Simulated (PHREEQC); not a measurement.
Make-up at 20 °C: 0.046 mol NaBF4 per kg of water. Closed to the air; pH follows from the charge balance.

The numbers come from PHREEQC with the ion-association model, phreeqc.dat.

Precipitation was switched off in this run.

Predict the pH.

pH 2.79.

In which forms is B present?

BF4- 91 %, BF3OH- 5.7 %, H3BO3 2.6 %, BF2(OH)2- 1.2 % of the B.

Real BF4- forms and hydrolyses slowly; the run takes it at equilibrium.
